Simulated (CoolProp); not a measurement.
Vapour-liquid equilibrium of hexamethyldisiloxane (MM) (1) + toluene (2) at 2.75 °C; x and y are mole fractions of (1).

Computed with CoolProp (multi-fluid Helmholtz-energy mixture model, Thol 2016 and Lemmon 2006; pair parameters Bell 2016).

| x | bubble pressure (bar) | y at the bubble point | dew pressure at overall composition x (bar) | liquid density (mol/L) |
|---|---|---|---|---|
| 0.05 | 0.01136 | 0.099 | 0.01106 | 9.183 |
| 0.2 | 0.01290 | 0.325 | 0.01202 | 8.138 |
| 0.35 | 0.01410 | 0.483 | 0.01309 | 7.274 |
| 0.5 | 0.01498 | 0.606 | 0.01422 | 6.549 |
| 0.65 | 0.01561 | 0.713 | 0.01526 | 5.935 |
| 0.8 | 0.01600 | 0.822 | 0.01594 | 5.410 |
| 0.95 | 0.01613 | 0.949 | 0.01613 | 4.958 |

y crosses x between x = 0.8 and 0.95: the model has an azeotrope there.

Pair parameters are fitted to limited data, so mixtures are less certain than the pure fluids.
